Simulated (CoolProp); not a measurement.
Hydrogen chloride along the isobar 98.3 bar: fugacity coefficient from the reference equation and from simpler models built on Tc = 324.7 K, pc = 83.14 bar, ω = 0.130; each cubic takes its own stable root.

Model: reference Helmholtz-energy equation of state, Thol 2018, in CoolProp.

| T (K) | phase | reference | van der Waals | Redlich-Kwong | Peng-Robinson |
|---|---|---|---|---|---|
| 188.5 | liquid | [?] | 0.07593 | 0.01477 | 0.01223 |
| 212.8 | liquid | 0.03897 | 0.1388 | [?] | 0.03930 |
| 237.1 | liquid | 0.09309 | [?] | 0.1125 | [?] |
| 261.5 | liquid | [?] | 0.3229 | 0.2140 | 0.1878 |
| 285.8 | liquid | 0.3078 | 0.4350 | 0.3470 | 0.3166 |
| 310.2 | liquid | 0.4623 | 0.5517 | 0.4989 | 0.4718 |
| 334.5 | supercritical | 0.6205 | 0.6600 | 0.6403 | [?] |
| 358.9 | supercritical | 0.7056 | 0.7279 | 0.7178 | 0.7002 |
| 383.2 | supercritical | 0.7615 | [?] | 0.7702 | 0.7562 |
| 407.6 | supercritical | 0.8036 | 0.8075 | 0.8105 | 0.7998 |
| 431.9 | supercritical | 0.8364 | 0.8355 | [?] | 0.8346 |

Complete the blanks.


- 188.5, reference: 0.01233
- 212.8, Redlich-Kwong: 0.04771
- 237.1, van der Waals: 0.2221
- 237.1, Peng-Robinson: 0.09506
- 261.5, reference: 0.1826
- 334.5, Peng-Robinson: 0.6197
- 383.2, van der Waals: 0.7727
- 431.9, Redlich-Kwong: 0.8423
